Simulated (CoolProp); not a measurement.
A Linde-Hampson liquefier for nitrogen: isothermal reversible compression at 250 K from 1 atm to 15 MPa, throttling to 1 atm, return gas leaving the recuperator 0 K below the feed. Each further row changes one setting.

Computed with CoolProp (reference Helmholtz-energy equation of state, Span 2000).

| case | liquid yield per pass | compression work (kJ/kg of gas) |
|---|---|---|
| as stated | 0.106 | 365 |
| high pressure 30 MPa | 0.150 | 418 |
| warm-end temperature 280 K | 0.076 | 413 |
| warm-end gap 5 K | 0.094 | 365 |
